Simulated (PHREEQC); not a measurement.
**Alkaline etch or developer (model solution)**

Dissolve 17 mmol/kgw TMAH, 3.4 mmol/kgw Na2SiO3 and 1.5 mmol/kgw K3PO4 at 20 °C. Closed to the air; pH follows from the charge balance.

Computed with PHREEQC (ion-association model, wateq4f.dat).

Each row changes one thing in this solution. Precipitation was switched off in this run.

| case | pH | ionic strength (mol/kgw) |
|---|---|---|
| as made | 12.40 | 0.0324 |
| K3PO4 left out | 12.40 | 0.0243 |
| K3PO4 from 0.0015 to 0.003 mol/kgw | 12.40 | 0.0406 |
| Na2SiO3 replaced by Na3PO4 at the same molality | … | 0.0433 |
| 0.00036 mol/kgw H3PO4 added | … | 0.0332 |

Some entries are withheld; supply them.


- Na2SiO3 replaced by Na3PO4 at the same molality, pH: 12.35
- 0.00036 mol/kgw H3PO4 added, pH: 12.38

Species that the database lacks are ignored. (CH3)4N+ isn't in the database: it is added as a free cation with an ion size of 4 Å. H3PO4, which wateq4f.dat lacks, is added to it with the constant of phreeqc.dat.
